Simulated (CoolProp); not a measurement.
Saturation properties of R123.

Values from CoolProp's reference Helmholtz-energy equation of state, Younglove 1994. It is a modified Benedict-Webb-Rubin equation, recast in Helmholtz form.

| T (K) | p (kPa) | vapour density (kg/m³) | liquid conductivity (mW/(m K)) |
|---|---|---|---|
| 250.5 | 10.36 | 0.7669 | 90.7 |
| 264.1 | 21.23 | 1.500 | 86.5 |
| 277.6 | 39.85 | 2.701 | 82.4 |
| 291.2 | 70.09 | 4.579 | 78.4 |
| 304.7 | 115.8 | 7.335 | 74.6 |
| 318.3 | 182.6 | 11.28 | 71.0 |
| 331.8 | 275.0 | 16.68 | 67.6 |
| 345.4 | 400.5 | 23.99 | 64.4 |

It boils at 301.0 K under 1 atm.

Thermal conductivity comes from a separate model (Laesecke 1996).
